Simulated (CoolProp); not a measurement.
Saturation properties of normal hydrogen (Tc = -240.0 °C, pc = 1296 kPa, ω = -0.219).

The numbers come from the reference Helmholtz-energy equation of state, Leachman 2009 in CoolProp.

| T (°C) | p (kPa) | vapour density (kg/m³) | enthalpy of vaporisation (kJ/kg) | liquid cp (kJ/(kg K)) | liquid conductivity (mW/(m K)) |
|---|---|---|---|---|---|
| -247.25 | 386.2 | 4.673 | 396.3 | 14.36 | 102 |
| -246.55 | 443.0 | 5.368 | 384.7 | (withheld) | (withheld) |
| -245.95 | 496.1 | 6.036 | 373.6 | 16.34 | 100.0 |
| -245.35 | 553.5 | 6.781 | 361.2 | 17.53 | 99.1 |
| -244.65 | 626.2 | 7.766 | 344.8 | 19.25 | 97.9 |
| -244.05 | 693.6 | 8.729 | 328.9 | (withheld) | 96.7 |
| -243.45 | 766.1 | 9.831 | 310.9 | 23.68 | (withheld) |
| -242.75 | 857.4 | 11.34 | 286.4 | 27.94 | (withheld) |
| -242.15 | 941.6 | 12.91 | (withheld) | 33.76 | 92.0 |
| -241.55 | 1032 | 14.86 | 230.8 | 44.12 | 90.4 |
| -240.95 | 1129 | 17.48 | 190.7 | 68.28 | 89.7 |

Question: Complete the blanks.

Answer: 
- -246.55, liquid cp (kJ/(kg K)): 15.34
- -246.55, liquid conductivity (mW/(m K)): 101
- -244.05, liquid cp (kJ/(kg K)): 21.16
- -243.45, liquid conductivity (mW/(m K)): 95.4
- -242.75, liquid conductivity (mW/(m K)): 93.6
- -242.15, enthalpy of vaporisation (kJ/kg): 261.3

It boils at -252.8 °C under 1 atm.

Thermal conductivity comes from a separate model (Assael 2011).
